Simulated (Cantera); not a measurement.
A closed system holds: 1 mol Si, 1.4 mol Cl2.

Cantera equilibrium calculation (NASA polynomials, part measured and part estimated; ideal gas, pure solids and liquids). Candidate condensed phases: Si; 9 gas species. The tables' values for SiCl3 are old estimates. Equilibrium is a limit: real reactors are often held back by kinetics, nucleation or transport.

Question: What condenses at these points (T in K, P in Pa): (1273, 46); (973, 320); (1073, 100000); (1473, 320); (1273, 15000)?

Answer: 
```json
[
 {"T (K)": "1273", "P in Pa": "46", "condensed phases": "gas only", "Si condensed (%)": "0.0"},
 {"T (K)": "973", "P in Pa": "320", "condensed phases": "Si", "Si condensed (%)": "29.4"},
 {"T (K)": "1073", "P in Pa": "100000", "condensed phases": "Si", "Si condensed (%)": "29.7"},
 {"T (K)": "1473", "P in Pa": "320", "condensed phases": "gas only", "Si condensed (%)": "0.0"},
 {"T (K)": "1273", "P in Pa": "15000", "condensed phases": "Si", "Si condensed (%)": "24.0"}
]
```
